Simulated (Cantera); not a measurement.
A perfectly stirred reactor is fed with 12.5 % CH4, 11.3 % H2, 12.3 % O2, 63.9 % N2, equivalence ratio 2.5, at 5.00 bar; it is adiabatic with a 775 K inlet, and is followed from long to short residence time, starting on the burning branch (τ in s: 0.11, 0.041, 0.016, 0.006, 0.0023, 0.00087, 0.00033, 0.00013, 4.8e-05, 1.8e-05, 7e-06).

Detailed kinetics in Cantera: GRI-Mech 3.0 (53 species, 325 reactions).

Q: Predict: blow-out, bracketed by the residence times tried; x(CH4) at τ = 0.110 s; x(H2) at τ = 0.110 s; x(O2) at τ = 0.110 s; x(HCN) at τ = 0.110 s; x(H) at τ = 0.110 s; x(CH4) at τ = 0.870 ms; x(H2) at τ = 0.870 ms; x(O2) at τ = 0.870 ms; x(HCN) at τ = 0.870 ms; x(H) at τ = 0.870 ms.

A: 
```
Quantity                                                                        Result
------------------------------------------------  ------------------------------------
blow-out, bracketed by the residence times tried  burning at 0.870 ms, out at 0.330 ms
x(CH4) at τ = 0.110 s                                                           0.0170
x(H2) at τ = 0.110 s                                                             0.155
x(O2) at τ = 0.110 s                                                          0.000367
x(HCN) at τ = 0.110 s                                                          8.64e-7
x(H) at τ = 0.110 s                                                            4.95e-5
x(CH4) at τ = 0.870 ms                                                          0.0440
x(H2) at τ = 0.870 ms                                                            0.115
x(O2) at τ = 0.870 ms                                                           0.0182
x(HCN) at τ = 0.870 ms                                                         2.22e-7
x(H) at τ = 0.870 ms                                                           9.34e-5
```
